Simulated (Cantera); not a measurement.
What does this Cantera script print?

```python
import numpy as np
import cantera as ct

gas_names = """
    C CO CO2 C2 C2O C3 C3O2 C4 C5 Cu CuO Cu2 O O2 O3
""".split()
cond_names = """
    C(gr) Cu(cr) Cu(L) CuO(s) Cu2O(s) Cu2O(L)
""".split()


# ... load() reads the species with a 1 bar reference pressure and builds the phases ...
atoms = {
    'Cu': {'Cu': 1},
    'O2': {'O': 2},
    'CO': {'C': 1, 'O': 1},
}
top_T = {'C(gr)': 4500, 'CuO(s)': 1390}  # K; cautious upper limits of use, not melting points


# ... equilibrate(T, P, feed) seeds the gas with the atoms and calls Mixture.equilibrate('TP', solver="vcs", rtol=1e-11, max_steps=5000) ...
results = []
feed = {'Cu': 1, 'O2': 0.0076, 'CO': 4.2}  # mol
T = 798  # K
P = 430000  # Pa
mix = equilibrate(T, P, feed)
results.append((T, P, feed, dict(zip(mix.species_names, mix.species_moles))))
print(gas.report(threshold=1e-05))
for i in range(1, mix.n_phases):
    print(f"{mix.phase(i).name:16s} {mix.phase_moles(i):12.5e} mol")
```

Result:

```
       temperature   798 K
          pressure   4.3e+05 Pa
           density   2.8046 kg/m^3
  mean mol. weight   43.275 kg/kmol
   phase of matter   gas

                          1 kg             1 kmol
                     ---------------   ---------------
          enthalpy       -8.2765e+06       -3.5816e+08  J
   internal energy       -8.4298e+06        -3.648e+08  J
           entropy            5670.6        2.4539e+05  J/K
    Gibbs function       -1.2802e+07       -5.5399e+08  J
 heat capacity c_p              1167             50501  J/K
 heat capacity c_v            974.85             42186  J/K

                      mass frac. Y      mole frac. X     chem. pot. / RT
                     ---------------   ---------------   ---------------
                CO          0.029702          0.045889            -43.33
               CO2            0.9703           0.95411           -85.427
     [  +13 minor]        2.2883e-16        1.5466e-16

C(gr)             2.04291e+00 mol
Cu(cr)            1.00000e+00 mol
CuO(s)            0.00000e+00 mol
Cu2O(s)           0.00000e+00 mol
```

Equilibrium computed with Cantera from the NASA thermochemical tables; the gas is ideal and each condensed phase is pure.
